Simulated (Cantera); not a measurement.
**Ignition delay**

Mixture: CO : H₂ : CH₄ : O₂ : N₂ : H₂O = 1 : 0.64 : 1.1 : 3.28 : 12.3 : 3.5 (molar parts), equivalence ratio 0.92, at 5.00 bar, adiabatic and at constant pressure. Ignition delay is the time to a rise of 400 K.

Detailed kinetics in Cantera: GRI-Mech 3.0 (53 species, 325 reactions).

```
T0 (K)  delay (ms)
------  ----------
1225         0.570
1275         0.364
1325         0.245
1375         0.171
1425         0.121
1475        0.0869
1525        0.0631
1575        0.0463
1625        0.0344
1675        0.0258
```

The apparent activation energy between 1575 and 1675 K is 130 kJ/mol.
